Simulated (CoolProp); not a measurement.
The fluid at 293.15 K and 1.8 MPa (liquid) is heated at constant pressure to 372.5 K. The same conditions are run with several fluids, on thermodynamics alone (safety and materials aside).

Computed with CoolProp (reference Helmholtz-energy equation of state of each fluid (water: Wagner 2002; n-butane: Bücker 2006; R125: Lemmon 2005; fluoroethane (R161): Wu 2012; n-perfluoropentane: Gao 2022)).

```
fluid                heat (kJ/kg)  final phase  final density (kg/m³)
-------------------  ------------  -----------  ---------------------
water                         332       liquid                      ?
n-butane                      212       liquid                    470
R125                          187          gas                      ?
fluoroethane (R161)             ?          gas                   32.6
n-perfluoropentane           88.3       liquid                   1320
```

Q: Some entries are withheld; supply them.

A: 
- water, final density (kg/m³): 960
- R125, final density (kg/m³): 80.4
- fluoroethane (R161), heat (kJ/kg): 449
